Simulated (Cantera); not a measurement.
Standard-state values (1 bar) from the NASA 1993 polynomials, evaluated with Cantera. Values are per mole of reaction as written; species without (g) are pure solids or liquids, kept so even where they would boil at 1 bar.

CH₄(g) + 4 Ti₃O₅ = 6 Ti₂O₃ + 4 H(g) + CO₂(g)

```csv
T (K),ΔH° (kJ),ΔS° (J/K),ΔG° (kJ),log10 K,condensed phases
1400,1327.5,482.7,651.8,-24.32,"Ti₃O₅(s), Ti₂O₃(s)"
1500,[?],[?],[?],[?],"Ti₃O₅(s), Ti₂O₃(s)"
1600,1331.2,485.2,554.9,-18.11,"Ti₃O₅(s), Ti₂O₃(s)"
1700,1330.3,484.7,506.4,-15.56,"Ti₃O₅(s), Ti₂O₃(s)"
1800,[?],[?],[?],[?],"Ti₃O₅(s), Ti₂O₃(s)"
1900,[?],[?],[?],[?],"Ti₃O₅(s), Ti₂O₃(s)"
2000,1316.4,477.2,361.9,-9.45,"Ti₃O₅(s), Ti₂O₃(s)"
2100,620.9,138.0,331.1,-8.24,"Ti₃O₅(l), Ti₂O₃(s)"
```

### Question
Complete the blanks.

### Answer

- 1500, ΔH° (kJ): 1330.3
- 1500, ΔS° (J/K): 484.6
- 1500, ΔG° (kJ): 603.4
- 1500, log10 K: -21.01
- 1800, ΔH° (kJ): 1327.5
- 1800, ΔS° (J/K): 483.1
- 1800, ΔG° (kJ): 458.0
- 1800, log10 K: -13.29
- 1900, ΔH° (kJ): 1322.9
- 1900, ΔS° (J/K): 480.6
- 1900, ΔG° (kJ): 409.8
- 1900, log10 K: -11.27
